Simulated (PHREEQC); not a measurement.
**Buffer (model solution)**

Solution (82 °C): 0.012 mol NaHCO3 and 6.4e-05 mol K2HPO4 per kg of water. Closed to the air; pH follows from the charge balance.

Model: ion-association model, phreeqc.dat, run in PHREEQC.

No solid was allowed to form.

Task: What pH, specific conductance does the model give?

Result: pH 7.91; specific conductance 2680 µS/cm.

Task: In which forms is Na present?

Result: Na+ 98 %, NaCO3- 1.3 % of the Na.

Species that the database lacks are ignored. At this temperature some constants are extrapolated from 25 °C, and those without enthalpy data are left unchanged.
